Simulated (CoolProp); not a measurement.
c-C4F8 (RC318) along the isobar 10600 kPa: density (kg/m³) from the reference equation and from simpler models built on Tc = 115.2 °C, pc = 2778 kPa, ω = 0.355; each cubic takes its own stable root.

Model: reference Helmholtz-energy equation of state, Platzer 1990, in CoolProp. This equation is an older, rougher fit; its heat capacities, sound speeds and derivatives of the liquid may be far off and weren't checked against measurements.

```json
[
 {"T (°C)": "31.65", "phase": "liquid", "reference": "1537"},
 {"T (°C)": "46.25", "phase": "liquid", "reference": "1487"},
 {"T (°C)": "60.95", "phase": "liquid", "reference": "1436"},
 {"T (°C)": "75.55", "phase": "liquid", "reference": "1383"},
 {"T (°C)": "90.25", "phase": "liquid", "reference": "1326"},
 {"T (°C)": "104.85", "phase": "liquid", "reference": "1267"},
 {"T (°C)": "119.45", "phase": "supercritical", "reference": "1205"},
 {"T (°C)": "134.15", "phase": "supercritical", "reference": "1138"},
 {"T (°C)": "148.75", "phase": "supercritical", "reference": "1068"},
 {"T (°C)": "163.45", "phase": "supercritical", "reference": "995.3"},
 {"T (°C)": "178.05", "phase": "supercritical", "reference": "921.7"},
 {"T (°C)": "192.75", "phase": "supercritical", "reference": "849.4"},
 {"T (°C)": "207.35", "phase": "supercritical", "reference": "782.2"},
 {"T (°C)": "222.05", "phase": "supercritical", "reference": "721.1"}
]
```

**Question.** How far does each simpler model (van der Waals, Redlich-Kwong, Soave-Redlich-Kwong, Peng-Robinson) lie from the reference over these 14 states: mean and median of the absolute difference, and the worst?

**Answer.** 
- van der Waals: mean 20.7 %, median 23.9 %, worst -32.6 % at 31.65 °C and 10600 kPa
- Redlich-Kwong: mean 4.9 %, median 5.8 %, worst -7.2 % at 31.65 °C and 10600 kPa
- Soave-Redlich-Kwong: mean 6.1 %, median 6.4 %, worst -8.1 % at 192.75 °C and 10600 kPa
- Peng-Robinson: mean 4.0 %, median 3.9 %, worst +8.1 % at 31.65 °C and 10600 kPa
